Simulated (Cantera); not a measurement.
A closed system holds: 1 mol BN, 23 mol HCl, 1.3 mol H2, at 0.0133 bar.

Method: chemical equilibrium by Gibbs-energy minimisation in Cantera with the NASA 1993 tables (ideal gas, pure condensed phases). Candidate condensed phases: B, BN, NH4Cl; 21 gas species. Gases not in the tables: BHCl2. Rates play no part.

Q: What share of the B ends up in condensed phases as a function of T (K), at 973, 1073, 1173, 1273, 1373, 1473, 1573, 1673, 1773?

A: 
| T (K) | B condensed (%) | as |
|---|---|---|
| 973 | 95.6 | BN(s) |
| 1073 | 89.1 | BN(s) |
| 1173 | 78.0 | BN(s) |
| 1273 | 62.6 | BN(s) |
| 1373 | 43.7 | BN(s) |
| 1473 | 22.4 | BN(s) |
| 1573 | 0.0 | - |
| 1673 | 0.0 | - |
| 1773 | 0.0 | - |
